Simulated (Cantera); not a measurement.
Input (Python, Cantera):

```python
import numpy as np
import cantera as ct

gas = ct.Solution("gri30.yaml")
gas.TPX = 348, 101325, {'C3H8': 1, 'O2': 8.06, 'N2': 30.3}
inlet = ct.Reservoir(gas, clone=True)
gas.equilibrate("HP")  # start burning
reactor = ct.IdealGasConstPressureReactor(gas, energy="on", clone=False)
exhaust = ct.Reservoir(gas, clone=True)
tau = [0.074, 0.033, 0.014, 0.0063, 0.0028, 0.0012, 0.00054, 0.00024, 0.00011, 4.6e-05][0]
for a, b in ((inlet, reactor), (reactor, exhaust)):
    ct.MassFlowController(a, b, mdot=lambda t: reactor.mass / tau)
net = ct.ReactorNet([reactor])
show = ['C3H8', 'O2', 'C2H2', 'N2O', 'O']

rows = []
print(f"{'tau/s':>10s}{'T/K':>9s}" + "".join(f"{s:>11s}" for s in show))
for tau in [0.074, 0.033, 0.014, 0.0063, 0.0028, 0.0012, 0.00054, 0.00024, 0.00011, 4.6e-05]:
    net.initial_time = 0.0
    net.advance(30 * tau)
    before = gas.X
    net.advance(40 * tau)
    drift = np.max(np.abs(gas.X - before) / (gas.X + 1e-9))
    rows.append([gas.T, *gas[show].X, drift])
    print(f"{tau:10.3e}{gas.T:9.1f}" + "".join(f"{x:11.3e}" for x in gas[show].X))
```

Result:

```
     tau/s      T/K       C3H8         O2       C2H2        N2O          O
 7.400e-02   1768.7  1.177e-06  7.571e-02  1.675e-06  5.946e-07  2.431e-04
 3.300e-02   1762.0  2.058e-06  7.580e-02  2.125e-06  6.595e-07  3.955e-04
 1.400e-02   1750.8  3.640e-06  7.601e-02  2.684e-06  6.499e-07  6.558e-04
 6.300e-03   1734.7  6.136e-06  7.640e-02  3.318e-06  5.877e-07  1.025e-03
 2.800e-03   1710.2  1.055e-05  7.713e-02  4.168e-06  5.041e-07  1.544e-03
 1.200e-03   1672.0  1.955e-05  7.859e-02  5.563e-06  4.162e-07  2.198e-03
 5.400e-04   1618.4  3.915e-05  8.130e-02  8.239e-06  3.365e-07  2.703e-03
 2.400e-04   1523.2  1.119e-04  8.807e-02  1.789e-05  2.290e-07  2.337e-03
 1.100e-04    348.0  2.541e-02  2.048e-01 -1.002e-18 -1.262e-21 -9.830e-28
 4.600e-05    348.0  2.541e-02  2.048e-01 -5.282e-22 -6.650e-25 -2.588e-31
```

Computed with Cantera and GRI-Mech 3.0 (53 species, 325 reactions). GRI-Mech 3.0 was tuned for natural gas; its chemistry of propane as a main component is partial and can be far from experiment.
